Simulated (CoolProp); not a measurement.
Saturation properties of methane.

The numbers come from the reference Helmholtz-energy equation of state, Setzmann 1991 in CoolProp.

| T (°C) | p (bar) | vapour density (kg/m³) | enthalpy of vaporisation (kJ/kg) | surface tension (mN/m) | liquid conductivity (mW/(m K)) |
|---|---|---|---|---|---|
| -170.85 | 0.4344 | 0.8359 | 526.8 | 14.8 | 197 |
| -163.45 | 0.8590 | 1.561 | 514.4 | 13.3 | 187 |
| -156.05 | 1.551 | 2.686 | 500.5 | 11.9 | 176 |
| -148.75 | ? | 4.307 | 485.1 | 10.5 | ? |
| -141.35 | 4.086 | 6.611 | 467.5 | 9.07 | 155 |
| -133.95 | 6.150 | 9.753 | 447.5 | 7.71 | ? |
| -126.65 | ? | ? | 424.7 | 6.40 | 134 |
| -119.25 | 12.35 | ? | 397.9 | 5.11 | 124 |
| -111.85 | ? | 26.84 | 366.3 | 3.88 | 113 |

Q: Complete the blanks.

A: 
- -148.75, p (bar): 2.584
- -148.75, liquid conductivity (mW/(m K)): 166
- -133.95, liquid conductivity (mW/(m K)): 145
- -126.65, p (bar): 8.844
- -126.65, vapour density (kg/m³): 13.89
- -119.25, vapour density (kg/m³): 19.45
- -111.85, p (bar): 16.77

It boils at -161.5 °C under 1 atm.

Thermal conductivity comes from a separate model (Friend 1989). Surface tension comes from a separate correlation (Mulero 2012).
